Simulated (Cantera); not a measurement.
An adiabatic, constant-pressure homogeneous reactor starts with C3H8 : O2 : N2 = 1 : 5.21 : 19.6 (molar parts), at 1650 K and 0.197 atm.

Cantera simulation using GRI-Mech 3.0 (53 species, 325 reactions); the numbers are that mechanism's predictions, not measurements. GRI-Mech 3.0 was tuned for natural gas; its chemistry of propane as a main component is partial and can be far from experiment.

Predict: time of steepest temperature rise; temperature at 0.900 s; equilibrium temperature; x(O2) at 0.900 s; x(HO2) at 0.900 s; x(OH) at 0.900 s; x(O) at 0.900 s.


```
Quantity                                                            Result
---------------------------------  ---------------------------------------
time of steepest temperature rise                                  96.5 µs
temperature at 0.900 s                                              2669 K
equilibrium temperature                                             2669 K
x(O2) at 0.900 s                     0.0302 (gas-phase equilibrium 0.0302)
x(HO2) at 0.900 s                  3.44e-6 (gas-phase equilibrium 3.44e-6)
x(OH) at 0.900 s                     0.0224 (gas-phase equilibrium 0.0224)
x(O) at 0.900 s                      0.0124 (gas-phase equilibrium 0.0124)
```
